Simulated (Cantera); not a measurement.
Low-pressure radical oxidation in H2/O2

An isothermal, constant-pressure homogeneous reactor starts with 6.80 % H2, 93.2 % O2, equivalence ratio 0.036, at 1225 K and 250 Pa.

Cantera simulation using GRI-Mech 3.0 (53 species, 325 reactions); the numbers are that mechanism's predictions, not measurements. Radical loss at walls, strong at low pressure, is not modelled. The temperature is held fixed by assumption; the heat of reaction is taken as removed at once.

```csv
t (s),x H2,x O2,x OH,x O,x H2O,x HO2
3.00e-6,0.0680,0.932,<1e-12,<1e-12,<1e-12,5.21e-11
1.18e-5,0.0680,0.932,5.47e-12,5.52e-12,<1e-12,2.04e-10
4.60e-5,0.0680,0.932,7.72e-11,7.95e-11,4.95e-12,7.99e-10
0.000180,0.0680,0.932,9.05e-10,1.01e-9,2.41e-10,3.13e-9
0.000706,0.0680,0.932,8.81e-9,1.18e-8,9.34e-9,1.23e-8
0.00277,0.0680,0.932,4.38e-7,6.53e-7,9.95e-7,4.83e-8
0.0108,0.0113,0.891,0.00804,0.0287,0.0448,8.27e-7
0.0425,0.00142,0.881,0.00473,0.0425,0.0580,7.59e-7
0.166,0.00127,0.887,0.00448,0.0371,0.0598,7.48e-7
0.652,0.000809,0.904,0.00362,0.0225,0.0642,6.84e-7
2.55,0.000204,0.923,0.00183,0.00541,0.0688,4.20e-7
10.0,1.99e-5,0.929,0.000575,0.000523,0.0701,1.09e-7
```
x: mole fraction; the columns are a selection and need not sum to one.

Equilibrium at this temperature and pressure: H2 3.11e-8, O2 0.930, OH 2.28e-5, O 8.17e-7, H2O 0.0704, HO2 1.01e-8 (gas phase only).
